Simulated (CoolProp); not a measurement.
Vapour-liquid equilibrium of R134a (1) + R236FA (2) at 0.0571 MPa; x and y are mole fractions of (1).

Model: multi-fluid Helmholtz-energy mixture model, Tillner-Roth 1994 and Pan 2012; pair parameters Bell 2016, in CoolProp.

| x | bubble temperature (K) | y at the bubble point | dew temperature at overall composition x (K) | liquid density (mol/L) |
|---|---|---|---|---|
| 0.05 | 256.8 | 0.130 | 258.0 | 9.943 |
| 0.15 | 253.3 | 0.338 | 256.4 | 10.29 |
| 0.25 | 250.3 | 0.496 | 254.8 | 10.65 |
| 0.35 | 247.6 | 0.618 | 253.1 | 11.01 |
| 0.45 | 245.2 | 0.715 | 251.2 | 11.40 |
| 0.55 | 243.0 | 0.792 | 249.1 | 11.79 |
| 0.65 | 241.0 | 0.855 | 246.8 | 12.21 |
| 0.75 | 239.2 | 0.907 | 244.2 | 12.64 |
| 0.85 | 237.5 | 0.949 | 241.2 | 13.10 |
| 0.95 | 236.0 | 0.985 | 237.5 | 13.58 |

No azeotrope shows between x = 0.05 and 0.95.

Pair parameters are fitted to limited data, so mixtures are less certain than the pure fluids.
